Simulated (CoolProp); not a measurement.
Aqueous magnesium chloride as a coolant, 28 % by mass, freezing at -74.7 °C, 1 atm.

Model: Melinder's fits for secondary coolants, in CoolProp.

```tsv
T (°C)	density (kg/m³)	viscosity (mPa s)	Prandtl number	cp (kJ/(kg K))
-7.3	1297	1520	9440	2.718
-2.2	1292	979	5890	2.718
3	1286	643	3750	2.717
8.1	1281	440	2490	2.714
13.3	1276	311	1710	2.709
18.4	1271	231	1240	2.702
23.5	1266	180	940	2.692
28.7	1262	148	750	2.678
33.8	1259	129	636	2.661
39	1256	120	575	2.639
```
